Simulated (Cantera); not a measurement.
A closed system holds: 1 mol B2H6, 0.79 mol H2O, 0.13 mol H2, at 927 °C and 1000 Pa.

Cantera equilibrium calculation (NASA polynomials, part measured and part estimated; ideal gas, pure solids and liquids). Candidate condensed phases: B, B2O3, B3O3H3, H2O; 23 gas species. The feed counts by its element totals alone. Mutual solubility and eutectic melting of coexisting phases are not modelled. Rates play no part.

Base state: H2 0.999, B3O3H3 0.000684, HBO 0.000591 (mole fractions); condensed: B(s) + B2O3(l).

Question: What changes in the equilibrium state with this change: temperature from 927 °C to 1475 °C?

Answer: 
```tsv
species	before	after
H2	0.999	0.861
HBO	0.000591	0.0892
B2O2	7.24e-6	0.0388
BO	5.10e-8	0.00415
B2O	<1e-9	2.90e-5
B2O3	9.20e-7	0.00329
B(s), mol	1.47	1.23
B2O3(l), mol	0.260	0
```
The tables' values for BH2 are old estimates; treat these amounts as uncertain.
